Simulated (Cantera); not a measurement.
Mixture: CH4 : C2H6 : O2 : N2 = 1 : 0.058 : 1.16 : 4.36 (molar parts), equivalence ratio 1.9, at 1.00 bar, adiabatic and at constant pressure. Ignition delay is the time to a rise of 400 K.

Model: GRI-Mech 3.0 (53 species, 325 reactions), integrated in Cantera.

Problem. At T0 = 1550 K, what is the delay, and which 5 reactions control it most (d ln τ / d ln k, from doubling and halving each rate constant)?

Solution. The delay is 0.316 ms.
| reaction | d ln τ / d ln k | faster rate |
|---|---|---|
| H + O2 <=> O + OH | -0.47 | shortens it |
| CH4 + H <=> CH3 + H2 | 0.33 | lengthens it |
| CH3 + O2 <=> CH3O + O | -0.23 | shortens it |
| CH3 + HO2 <=> CH3O + OH | -0.21 | shortens it |
| 2 CH3 <=> C2H5 + H | -0.16 | shortens it |
